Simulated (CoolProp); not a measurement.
Ammonia at several states: density (kg/m³) from the reference equation and from simpler models built on Tc = 132.4 °C, pc = 113.6 bar, ω = 0.256; each cubic takes its own stable root.

Computed with CoolProp (reference Helmholtz-energy equation of state, Gao 2020).

```tsv
T (°C)	p (bar)	phase	reference
393.65	67	gas	21.23
356.15	3.86	gas	1.259
217.25	621	supercritical	401.1
74.95	1.22	gas	0.7229
```

How far does each simpler model (Redlich-Kwong, Peng-Robinson) lie from the reference over these 4 states: mean and median of the absolute difference, and the worst?


- Redlich-Kwong: mean 4.4 %, median 0.6 %, worst -16.6 % at 217.25 °C and 621 bar
- Peng-Robinson: mean 3.5 %, median 0.1 %, worst -13.6 % at 217.25 °C and 621 bar
